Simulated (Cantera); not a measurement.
## Equilibrium for boron, boron nitride and boron oxide: B + H2O

Input: 1 mol B, 0.85 mol H2O, equilibrated at 6.98 Torr.

Method: chemical equilibrium by Gibbs-energy minimisation in Cantera with the NASA 1993 tables (ideal gas, pure condensed phases). Candidate condensed phases: B, B2O3, B3O3H3, H2O; 23 gas species. Mutual solubility and eutectic melting of coexisting phases are not modelled. The tables' values for BH2 are old estimates; treat these amounts as uncertain. Rates play no part.

| T (°C) | log p H2 | log p HBO | log p B2O2 | log p B2O3 | log p HBO2 | n B(s) | n B2O3(l) |
|---|---|---|---|---|---|---|---|
| 500 | -2.03 | -10.30 | <-14 | <-14 | -13.42 | 0.433 | 0.283 |
| 575 | -2.03 | -9.03 | -13.76 | <-14 | -11.86 | 0.433 | 0.283 |
| 650 | -2.03 | -7.97 | -11.91 | -13.22 | -10.56 | 0.433 | 0.283 |
| 725 | -2.03 | -7.08 | -10.35 | -11.52 | -9.46 | 0.433 | 0.283 |
| 800 | -2.03 | -6.31 | -9.01 | -10.06 | -8.53 | 0.433 | 0.283 |
| 875 | -2.03 | -5.65 | -7.85 | -8.81 | -7.72 | 0.433 | 0.283 |
| 950 | -2.03 | -5.08 | -6.84 | -7.72 | -7.02 | 0.433 | 0.282 |
| 1025 | -2.03 | -4.57 | -5.96 | -6.75 | -6.40 | 0.432 | 0.282 |
| 1100 | -2.04 | -4.12 | -5.17 | -5.90 | -5.86 | 0.430 | 0.280 |
| 1175 | -2.04 | -3.72 | -4.46 | -5.14 | -5.38 | 0.425 | 0.274 |
| 1250 | -2.06 | -3.37 | -3.83 | -4.46 | -4.95 | 0.410 | 0.256 |
log p: log10 of the partial pressure in bar; n: condensed amount in mol.

From 500 °C to 1250 °C the condensed part is B(s) + B2O3(l). The main B-bearing gas is B3O3H3 at 500 °C and HBO at 1250 °C.
